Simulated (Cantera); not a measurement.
**NF₃ + O₂ + H₂ (abatement and gas-phase synthesis)**

Input: 1 mol NF₃, 0.31 mol O₂, 8 mol H₂, held at 140 Pa.

Cantera equilibrium calculation (NASA polynomials, part measured and part estimated; ideal gas, pure solids and liquids). Candidate condensed phases: H₂O; 65 gas species. Ions and electrons are included (thermal ionisation). Rates play no part.

```json
[
 {"T (K)": "2500", "x H": "0.368", "x H₂": "0.301", "x HF": "0.241", "x F": "0.000616", "x N": "1.56e-6", "x N₂": "0.0401", "x H₂O": "0.0336", "x O": "0.00688"},
 {"T (K)": "2750", "x H": "0.616", "x H₂": "0.113", "x HF": "0.194", "x F": "0.00397", "x N": "1.16e-5", "x N₂": "0.0328", "x H₂O": "0.00529", "x O": "0.0265"},
 {"T (K)": "3000", "x H": "0.728", "x H₂": "0.0297", "x HF": "0.154", "x F": "0.0233", "x N": "6.37e-5", "x N₂": "0.0293", "x H₂O": "0.000275", "x O": "0.0336"},
 {"T (K)": "3250", "x H": "0.768", "x H₂": "0.00801", "x HF": "0.0858", "x F": "0.0774", "x N": "0.000271", "x N₂": "0.0270", "x H₂O": "1.52e-5", "x O": "0.0330"},
 {"T (K)": "3500", "x H": "0.786", "x H₂": "0.00248", "x HF": "0.0292", "x F": "0.125", "x N": "0.000939", "x N₂": "0.0251", "x H₂O": "1.17e-6", "x O": "0.0315"},
 {"T (K)": "3750", "x H": "0.791", "x H₂": "0.000872", "x HF": "0.00849", "x F": "0.142", "x N": "0.00276", "x N₂": "0.0236", "x H₂O": "1.26e-7", "x O": "0.0310"},
 {"T (K)": "4000", "x H": "0.792", "x H₂": "0.000345", "x HF": "0.00264", "x F": "0.146", "x N": "0.00693", "x N₂": "0.0214", "x H₂O": "1.78e-8", "x O": "0.0307"},
 {"T (K)": "4250", "x H": "0.789", "x H₂": "0.000151", "x HF": "0.000914", "x F": "0.147", "x N": "0.0147", "x N₂": "0.0173", "x H₂O": "3.15e-9", "x O": "0.0306"},
 {"T (K)": "4500", "x H": "0.785", "x H₂": "7.21e-5", "x HF": "0.000352", "x F": "0.147", "x N": "0.0259", "x N₂": "0.0116", "x H₂O": "6.70e-10", "x O": "0.0304"},
 {"T (K)": "4750", "x H": "0.780", "x H₂": "3.71e-5", "x HF": "0.000149", "x F": "0.146", "x N": "0.0369", "x N₂": "0.00596", "x H₂O": "1.67e-10", "x O": "0.0302"},
 {"T (K)": "5000", "x H": "0.778", "x H₂": "2.05e-5", "x HF": "6.92e-5", "x F": "0.146", "x N": "0.0437", "x N₂": "0.00244", "x H₂O": "4.81e-11", "x O": "0.0301"}
]
```
x: gas mole fraction; nothing condenses.

From 2500 K to 5000 K nothing is condensed.
